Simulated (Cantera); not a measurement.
Input: 1 mol Si3N4, 0.022 mol CO2, 17 mol N2, at 1050 K and 12.0 Torr.

Cantera equilibrium calculation (NASA polynomials, part measured and part estimated; ideal gas, pure solids and liquids). Candidate condensed phases: C, Si, SiC, SiO2, Si2N2O, Si3N4; 34 gas species. Mutual solubility and eutectic melting of coexisting phases are not modelled. The numbers say what is thermodynamically allowed, not how fast it happens.

Base state: N2 1.00 (mole fractions); condensed: C(graphite) + Si2N2O(s) + Si3N4(s).

Q: What changes in the equilibrium state with this change: temperature from 1050 K to 1873 K?

A: 
```csv
species,before,after
N2,1.00,0.997
SiO,<1e-9,0.00199
Si,<1e-9,0.000551
Si2N,<1e-9,3.73e-5
SiN,<1e-9,2.51e-5
CO,1.72e-8,0.000322
"C(graphite), mol",0.0220,0
"Si2N2O(s), mol",0.0440,0
"Si3N4(s), mol",0.971,0
"Si(l), mol",0,2.93
"SiC(s), mol",0,0.0157
```
The tables' values for SiN are old estimates; treat these amounts as uncertain.
